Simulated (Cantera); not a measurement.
Input (Python, Cantera) and output of one run.

```python
import numpy as np
import cantera as ct

gas_names = """
    C CN CO CO2 C2 CCN CNC C2N2 C2O C3 C3O2 C4 C4N2 C5 Fe FeC5O5 FeO N NCO NO NO2 NO3 N2 N2O O O2 O3
""".split()
cond_names = """
    C(gr) Fe(a) Fe(c) Fe(d) Fe(L) FeC5O5(L) FeO(s) FeO(L) Fe2O3(s) Fe3O4(s)
""".split()


# ... load() reads the species with a 1 bar reference pressure and builds the phases ...
atoms = {
    'Fe2O3': {'Fe': 2, 'O': 3},
    'C': {'C': 1},
    'N2': {'N': 2},
}
top_T = {'C(gr)': 4500, 'Fe2O3(s)': 1830, 'Fe3O4(s)': 1870}  # K; cautious upper limits of use, not melting points


# ... equilibrate(T, P, feed) seeds the gas with the atoms and calls Mixture.equilibrate('TP', solver="vcs", rtol=1e-11, max_steps=5000) ...
results = []
feed = {'Fe2O3': 1, 'C': 4.2, 'N2': 0.8}  # mol
P = 100000  # Pa
for T in [1148, 1248, 1348, 1448, 1548, 1648, 1748, 1848, 1948, 2048]:
    mix = equilibrate(T, P, feed)
    results.append((T, P, feed, dict(zip(mix.species_names, mix.species_moles))))

top = {s: max(r[3][s] / sum(r[3][g] for g in gas_names) for r in results) for s in gas_names}
cols = sorted((s for s in top if top[s] > 1e-06), key=lambda s: -top[s])[:8]
seen = [c for c in cond_names if any(r[3].get(c, 0) > 1e-12 for r in results)]
print("log10 of partial pressures in bar; condensed amounts in mol")
print(f"{'T/K':>10s}" + "".join(f"{s[:9]:>10s}" for s in cols + seen))
for T, P, feed, n in results:
    ng = sum(n[g] for g in gas_names)
    print(f"{T:10.4g}" + "".join(f"{np.log10(max(n[s] / ng * P / 1e5, 1e-99)):10.3f}" for s in cols)
          + "".join(f"{n.get(c, 0):10.4g}" for c in seen))
```

Result:

```
log10 of partial pressures in bar; condensed amounts in mol
       T/K        CO        N2       CO2        Fe     C(gr)     Fe(a)     Fe(c)     Fe(d)     Fe(L)
      1148    -0.119    -0.667    -1.628   -11.098     1.287         2         0         0         0
      1248    -0.107    -0.674    -2.219    -9.633     1.223         0         2         0         0
      1348    -0.104    -0.676    -2.733    -8.390     1.207         0         2         0         0
      1448    -0.103    -0.676    -3.177    -7.322     1.203         0         2         0         0
      1548    -0.103    -0.677    -3.562    -6.395     1.201         0         2         0         0
      1648    -0.103    -0.677    -3.898    -5.584       1.2         0         2         0         0
      1748    -0.103    -0.677    -4.193    -4.869       1.2         0         0         2         0
      1848    -0.103    -0.677    -4.454    -4.244       1.2         0         0         0         2
      1948    -0.103    -0.677    -4.687    -3.699       1.2         0         0         0     1.999
      2048    -0.103    -0.677    -4.895    -3.210       1.2         0         0         0     1.998
```

Method: chemical equilibrium by Gibbs-energy minimisation in Cantera with the NASA 1993 tables (ideal gas, pure condensed phases). Iron dissolves carbon and melts from about 1420 K in contact with it, which pure phases cannot show. Condensed phases not in the tables: cementite and carbon dissolved in iron.
